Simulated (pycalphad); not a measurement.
CALPHAD calculation (pycalphad, COST 507 light-alloy database (1999)), 1 atm. No gas phase is included, though pure Mg would boil below 1400 K. These are 1990s assessments: newer ones move some temperatures and phases. Phase fractions are per mole of atoms. Diffusion is slow at the low end, where real alloys seldom reach equilibrium.

**Question.** Give the equilibrium state of Mg-70.95Si (at.%) at 600 K.

**Answer.** 
```
T = 600.00 K, P = 101325 Pa, N = 1 mol of atoms
G = -25087 J/mol, H = -2540 J/mol, S = 37.58 J/(mol K)  (SER reference)
chemical potentials (J/mol): Mg -52538, Si -13847
phase             fraction      x(Mg)      x(Si)
DIAMOND_A4          0.5643       none     1.0000
MG2SI               0.4357     0.6667     0.3333
```

**Question.** Give the equilibrium state of Mg-70.95Si (at.%) at 1400 K.

**Answer.** 
```
T = 1400.00 K, P = 101325 Pa, N = 1 mol of atoms
G = -67975 J/mol, H = 42382 J/mol, S = 78.83 J/(mol K)  (SER reference)
chemical potentials (J/mol): Mg -108894, Si -51222
phase             fraction      x(Mg)      x(Si)
LIQUID              0.8277     0.3510     0.6490
DIAMOND_A4          0.1723       none     1.0000
```

Database names, with the compositions (at.%) that they take in these runs: MG2SI: Mg 67 Si 33. DIAMOND_A4 is diamond (Si). An entry "none" or "no" means that the model of the phase leaves that element out.
